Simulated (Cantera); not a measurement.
Mixture: CH4 : O2 : N2 = 1 : 1.05 : 5.05 (molar parts), equivalence ratio 1.9, at 30.0 bar, adiabatic and at constant pressure. Ignition delay is the time to a rise of 400 K.

Computed with Cantera and GRI-Mech 3.0 (53 species, 325 reactions). The pressure lies above the range GRI-Mech 3.0 was tuned for (to about 10 atm).

**Question.** Predict: delay at 1175 K; delay at 1225 K; delay at 1275 K; delay at 1325 K; delay at 1375 K; delay at 1425 K; apparent activation energy between 1325 and 1425 K.

**Answer.** 
| Item | Result |
|---|---|
| delay at 1175 K | 3.04 ms |
| delay at 1225 K | 1.70 ms |
| delay at 1275 K | 0.990 ms |
| delay at 1325 K | 0.592 ms |
| delay at 1375 K | 0.362 ms |
| delay at 1425 K | 0.226 ms |
| apparent activation energy between 1325 and 1425 K | 150 kJ/mol |
